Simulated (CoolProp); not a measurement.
R141b at 272.12 K and 1.39 MPa flows at 23 m/s in a round tube of 25 mm bore and 0.25 µm roughness, fully developed (64/Re and Nu = 3.66 if laminar; Colebrook and Gnielinski if turbulent). Each further row changes one setting.

Values from CoolProp's reference Helmholtz-energy equation of state, Lemmon 2006. It is a short technical equation, of lower accuracy than the large ones.

```csv
case,Reynolds number,Darcy friction factor,pressure drop (Pa/m),heat-transfer coefficient (W/(m² K)),mass flow (kg/h)
as stated,[?],0.0114,155000,21700,52200
velocity 46 m/s,2610000,0.0103,563000,40400,104000
diameter 50 mm,2610000,[?],[?],19900,[?]
```

**Question.** Some entries are withheld; supply them.

**Answer.** 
- as stated, Reynolds number: 1300000
- diameter 50 mm, Darcy friction factor: 0.0102
- diameter 50 mm, pressure drop (Pa/m): 69000
- diameter 50 mm, mass flow (kg/h): 209000

Viscosity comes from a separate model (Huber 2003), an estimate that may be off by 10 % or more. Thermal conductivity comes from a separate model (Huber 2003), an estimate that may be off by 10 % or more.
